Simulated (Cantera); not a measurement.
What does this Cantera script print?

```python
import numpy as np
import cantera as ct

gas_names = """
    CL CL2 H HCL H2 Si SiCL SiCL2 SiCL3 SiCL4 SiH SiHCL3 SiH2 SiH2CL2 SiH3 SiH3CL SiH4 Si2 Si3
""".split()
cond_names = """
    Si(cr) Si(L)
""".split()


# ... load() reads the species with a 1 bar reference pressure and builds the phases ...
atoms = {
    'SiCl4': {'Si': 1, 'CL': 4},
    'Cl2': {'CL': 2},
    'H2': {'H': 2},
}
top_T = {}  # K; cautious upper limits of use, not melting points


# ... equilibrate(T, P, feed) seeds the gas with the atoms and calls Mixture.equilibrate('TP', solver="vcs", rtol=1e-11, max_steps=5000) ...
results = []
feed = {'SiCl4': 1, 'Cl2': 0.067, 'H2': 95}  # mol
P = 80000  # Pa
for T in [898, 1048, 1198, 1348, 1498, 1648, 1798]:
    mix = equilibrate(T, P, feed)
    results.append((T, P, feed, dict(zip(mix.species_names, mix.species_moles))))
    x = sorted(zip(gas.X, gas.species_names), reverse=True)
    print(f"T = {T:g} K  P = {P:g} Pa  gas = {mix.phase_moles(0):.4g} mol")
    print("   x: " + "  ".join(f"{s} {v:.3e}" for v, s in x if v > 0.0001))
    print("   condensed (mol): " + ("  ".join(f"{mix.phase(i).name} {mix.phase_moles(i):.4g}"
          for i in range(1, mix.n_phases) if mix.phase_moles(i) > 1e-12) or "none"))
```

It prints:

```
T = 898 K  P = 80000 Pa  gas = 96.07 mol
   x: H2 9.843e-01  SiCL4 6.719e-03  HCL 5.263e-03  SiHCL3 3.498e-03  SiH2CL2 1.722e-04
   condensed (mol): none
T = 1048 K  P = 80000 Pa  gas = 96.09 mol
   x: H2 9.811e-01  HCL 8.497e-03  SiHCL3 5.062e-03  SiCL4 4.286e-03  SiH2CL2 6.801e-04  SiCL3 1.790e-04  SiCL2 1.370e-04
   condensed (mol): Si(cr) 0.003712
T = 1198 K  P = 80000 Pa  gas = 96.47 mol
   x: H2 9.727e-01  HCL 1.989e-02  SiHCL3 3.057e-03  SiCL4 2.324e-03  SiCL2 9.574e-04  SiH2CL2 5.257e-04  SiCL3 5.015e-04
   condensed (mol): Si(cr) 0.287
T = 1348 K  P = 80000 Pa  gas = 96.86 mol
   x: H2 9.649e-01  HCL 3.008e-02  SiCL2 2.631e-03  SiHCL3 9.971e-04  SiCL4 5.476e-04  SiCL3 5.356e-04  SiH2CL2 2.645e-04
   condensed (mol): Si(cr) 0.516
T = 1498 K  P = 80000 Pa  gas = 97.02 mol
   x: H2 9.623e-01  HCL 3.328e-02  SiCL2 3.691e-03  SiCL3 2.826e-04  SiHCL3 2.054e-04
   condensed (mol): Si(cr) 0.5769
T = 1648 K  P = 80000 Pa  gas = 97.06 mol
   x: H2 9.619e-01  HCL 3.359e-02  SiCL2 4.167e-03  SiCL3 1.341e-04
   condensed (mol): Si(cr) 0.5715
T = 1798 K  P = 80000 Pa  gas = 97.08 mol
   x: H2 9.610e-01  HCL 3.458e-02  SiCL2 3.859e-03  H 3.859e-04
   condensed (mol): Si(L) 0.6115
```

Cantera equilibrium calculation (NASA polynomials, part measured and part estimated; ideal gas, pure solids and liquids). The tables' values for SiCl3, SiCl are old estimates; treat these amounts as uncertain. Gases not in the tables: Si2H6 and higher silanes.
